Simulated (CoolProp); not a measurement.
Vapour-liquid equilibrium of n-hexane (1) + cyclohexane (2) at 0.99 bar; x and y are mole fractions of (1).

The numbers come from the multi-fluid Helmholtz-energy mixture model, Thol 2019 and Zhou 2014; pair parameters Bell 2016 in CoolProp.

**Question.** Give the bubble temperature and the first vapour's composition at x = 0.05, 0.5, 0.65. Is there an azeotrope?

**Answer.** x = 0.05: 79.0 °C, y = 0.075; x = 0.5: 72.7 °C, y = 0.586; x = 0.65: 71.1 °C, y = 0.719. No azeotrope shows between x = 0.05 and 0.95.

The pair parameters rest on a limited set of measurements; away from them the model extrapolates.
